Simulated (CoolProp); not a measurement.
Octamethyltrisiloxane (MDM) along the isotherm 314.9 K: Z from the reference equation and from simpler models built on Tc = 565.4 K, pc = 1438 kPa, ω = 0.528; each cubic takes its own stable root.

Computed with CoolProp (reference Helmholtz-energy equation of state, Thol 2017).

| p (kPa) | phase | reference | van der Waals | Redlich-Kwong | Peng-Robinson |
|---|---|---|---|---|---|
| 1110 | liquid | 0.1253 | 0.2157 | 0.1469 | 0.1238 |
| 2210 | liquid | 0.2490 | 0.4243 | 0.2906 | 0.2459 |
| 3320 | liquid | 0.3732 | 0.6307 | 0.4339 | 0.3685 |
| 4420 | liquid | 0.4959 | 0.8321 | 0.5746 | 0.4894 |
| 5530 | liquid | 0.6192 | 1.033 | 0.7152 | 0.6109 |
| 6630 | liquid | 0.7408 | 1.229 | 0.8534 | 0.7309 |
| 7740 | liquid | 0.8632 | 1.426 | 0.9919 | 0.8514 |
| 8850 | liquid | 0.9851 | 1.620 | 1.129 | 0.9715 |
| 9950 | liquid | 1.105 | 1.812 | 1.265 | 1.090 |
| 11100 | liquid | 1.231 | 2.011 | 1.406 | 1.214 |
| 12200 | liquid | 1.350 | 2.200 | 1.539 | 1.332 |
| 13300 | liquid | 1.470 | 2.388 | 1.673 | 1.449 |
| 14400 | liquid | 1.588 | 2.576 | 1.805 | 1.567 |
